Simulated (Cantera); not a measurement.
An adiabatic, constant-pressure homogeneous reactor starts with CH₄ : O₂ : N₂ = 1 : 3.57 : 28 (molar parts), equivalence ratio 0.56, at 1725 K and 5.00 bar.

Cantera simulation using GRI-Mech 3.0 (53 species, 325 reactions); the numbers are that mechanism's predictions, not measurements.

One state of this run: T (K) = 2257; x CH₄ = <1e-12; x O₂ = 0.0485; x H₂ = 0.00183; x C₂H₄ = <1e-12; x H = 0.00146; x NO = 4.72e-5; x CH₂O = 1.89e-11. x: mole fraction; the columns are a selection and need not sum to one.

**Question.** Which value of t (s) does it belong to?
A. 0.000307
B. 0.100
C. 9.65e-5
D. 3.00e-6

**Answer.** C, 9.65e-5
